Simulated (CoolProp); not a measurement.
Computed with CoolProp (reference Helmholtz-energy equation of state, Guder 2009).

Question: For sulfur hexafluoride, give the phase and the Z, cp (kJ/(kg K)), speed of sound (m/s), conductivity (mW/(m K)) at 290.4 K and 14.3 bar; 341.5 K and 14.3 bar; 346.6 K and 14.3 bar.

Answer: 
- 290.4 K and 14.3 bar: gas; Z 0.792, cp 0.790, speed of sound 111, conductivity 13.7
- 341.5 K and 14.3 bar: gas; Z 0.892, cp 0.781, speed of sound 132, conductivity 17.3
- 346.6 K and 14.3 bar: gas; Z 0.898, cp 0.785, speed of sound 134, conductivity 17.7

Thermal conductivity comes from a separate model (Assael 2012).
